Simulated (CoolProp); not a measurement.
Vapour pressure (kPa) of hydrogen sulfide: the reference equation beside estimates from Tc = 373.1 K, pc = 8999 kPa, ω = 0.101. Clausius-Clapeyron is anchored at 303.5 K with a constant enthalpy of vaporisation of 13.77 kJ/mol.

The numbers come from the reference Helmholtz-energy equation of state, Lemmon 2006 in CoolProp. It is a short technical equation, of lower accuracy than the large ones.

```
T (K)  reference  Lee-Kesler  Clausius-Clapeyron
-----  ---------  ----------  ------------------
244.9      406.7       405.3               621.6
254.6      574.2       573.5               804.3
264.4      791.5       791.7                1024
274.2       1065        1066                1281
284         1402        1404                1577
293.7       1806        1809                1912
303.5       2295        2297                2295
313.3       2872        2874                2722
323.1       3548        3549                3195
332.8       4324        4324                3710
342.6       5227        5228                4278
352.4       6264        6268                4894
```

Absolute difference from the reference over all 12 rows, mean and median: Lee-Kesler 0.1 and 0.1 %, Clausius-Clapeyron 19.2 and 16.2 %.
